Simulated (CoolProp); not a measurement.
Vapour-liquid equilibrium of benzene (1) + cyclohexane (2) at 900 kPa; x and y are mole fractions of (1).

The numbers come from the multi-fluid Helmholtz-energy mixture model, Thol 2012 and Zhou 2014; pair parameters Bell 2016 in CoolProp.

Question: Give the bubble temperature and the first vapour's composition at x = 0.05, 0.85, 0.95. Is there an azeotrope?

Answer: x = 0.05: 448.2 K, y = 0.062; x = 0.85: 444.1 K, y = 0.835; x = 0.95: 445.1 K, y = 0.941. y crosses x between x = 0.55 and 0.65: the model has an azeotrope there.

Pair parameters are fitted to limited data, so mixtures are less certain than the pure fluids.
